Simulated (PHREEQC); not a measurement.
A PHREEQC speciation (ion-association model, wateq4f.dat) at 25 °C gives pH 1.69 and these molalities:

```tsv
species	mol/kgw
H+	0.0245
SO4-2	0.0206
HSO4-	0.0195
Cu+2	0.0180
CuSO4	0.0111
FeSO4+	0.000140
Fe(SO4)2-	2.36e-5
FeHSO4+2	1.59e-5
Fe+3	7.30e-6
FeOH+2	1.10e-6
```

Q: What are the element totals, and what could have been dissolved in 1 kg of water to give them?

A: Several could match; the one computed here: totals Cu(2) 0.0290, Fe(3) 0.000188, S(6) 0.0513 mol/kgw, from 0.022 mol/kgw H2SO4, 0.029 mol/kgw CuSO4 and 9.4e-05 mol/kgw Fe2(SO4)3.

No solid was allowed to form. Examples of supersaturated solids here: Hematite (slow to form), Goethite (slow to form). Others may be too.
